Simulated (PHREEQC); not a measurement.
Make-up at 25 °C: 0.11 mol/kgw HF, 7.8e-05 mol/kgw Na2B4O7 and 0.0015 mol/kgw NaCl. Closed to the air; pH follows from the charge balance.

Computed with PHREEQC (ion-association model, wateq4f.dat).

```
quantity                   before    after
------------------------  -------  -------
pH                           2.10     2.33
ionic strength (mol/kgw)   0.0104   0.0319
HF (mol/kgw)               0.0716   0.0674
H2F2 (mol/kgw)             0.0134   0.0119
F- (mol/kgw)              0.00670   0.0114
HF2- (mol/kgw)            0.00185  0.00298
SI of Halite (NaCl)         -7.28    -6.13
```

### Question
Name the change that produced these shifts.
(A) diluted 5-fold with water
(B) Na2B4O7 from 7.8e-05 to 7.02e-05 mol/kgw
(C) Na2B4O7 replaced by NaBr at the same molality
(D) temperature from 25 to 80 °C
(E) 0.025 mol/kgw NaH2PO4 added

### Answer
E, 0.025 mol/kgw NaH2PO4 added

Precipitation was switched off in this run. wateq4f.dat counts part of the HF as a dimer, H2F2, which phreeqc.dat doesn't know; its constant is uncertain. H3PO4, which wateq4f.dat lacks, is added to it with the constant of phreeqc.dat. Real BF4- forms and hydrolyses slowly; the run takes it at equilibrium.
